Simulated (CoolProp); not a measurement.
A Linde-Hampson liquefier for methane: isothermal reversible compression at 230 K from 1 atm to 15 MPa, throttling to 1 atm, return gas leaving the recuperator 5 K below the feed. Each further row changes one setting.

Model: reference Helmholtz-energy equation of state, Setzmann 1991, in CoolProp.

| case | liquid yield per pass | compression work (kJ/kg of gas) |
|---|---|---|
| as stated | (withheld) | 520 |
| high pressure 30 MPa | (withheld) | 577 |
| warm-end temperature 260 K | 0.240 | 620 |
| warm-end gap 10 K | (withheld) | 520 |

**Question.** What belongs in the gaps?

**Answer.** 
- as stated, liquid yield per pass: 0.360
- high pressure 30 MPa, liquid yield per pass: 0.403
- warm-end gap 10 K, liquid yield per pass: 0.351
